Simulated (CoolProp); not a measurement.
Saturation properties of CHF3 (R23).

The numbers come from the reference Helmholtz-energy equation of state, Penoncello 2003 in CoolProp.

```
T (K)  p (kPa)  vapour viscosity (µPa s)  liquid conductivity (mW/(m K))
-----  -------  ------------------------  ------------------------------
225.2    520.2                      11.3                             109
228.9      [?]                      11.6                             107
232.5    689.7                       [?]                             105
236.1      [?]                      12.0                             [?]
239.8      [?]                       [?]                             100
243.4     1016                      12.4                            97.9
247.1      [?]                      12.7                            95.6
250.7     1291                       [?]                            93.3
```

Question: Some entries are withheld; supply them.

Answer: 
- 228.9, p (kPa): 601.6
- 232.5, vapour viscosity (µPa s): 11.8
- 236.1, p (kPa): 787.1
- 236.1, liquid conductivity (mW/(m K)): 102
- 239.8, p (kPa): 897.6
- 239.8, vapour viscosity (µPa s): 12.2
- 247.1, p (kPa): 1149
- 250.7, vapour viscosity (µPa s): 12.9

It boils at 191.1 K under 1 atm.

Viscosity comes from a separate model (Shan 2000). Thermal conductivity comes from a separate model (Shan 2000).
